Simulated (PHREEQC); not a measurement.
Solution (20 °C): 27 mmol/kgw HF, 0.84 mmol/kgw (NH4)2SiF6, 45 mmol/kgw H3PO4 and 0.26 mmol/kgw H2SO4. Closed to the air; pH follows from the charge balance.

The numbers come from PHREEQC with the ion-association model, wateq4f.dat.

Precipitation was switched off in this run.

Q: What pH, ionic strength does the model give?

A: pH 1.81; ionic strength 0.0200 mol/kgw.

Q: In which forms is P present?

A: H3PO4 65 %, H2PO4- 35 % of the P.

Species that the database lacks are ignored. wateq4f.dat counts part of the HF as a dimer, H2F2, which phreeqc.dat doesn't know; its constant is uncertain. H3PO4, which wateq4f.dat lacks, is added to it with the constant of phreeqc.dat. SiF6-2 is the database's only silicon fluoride.
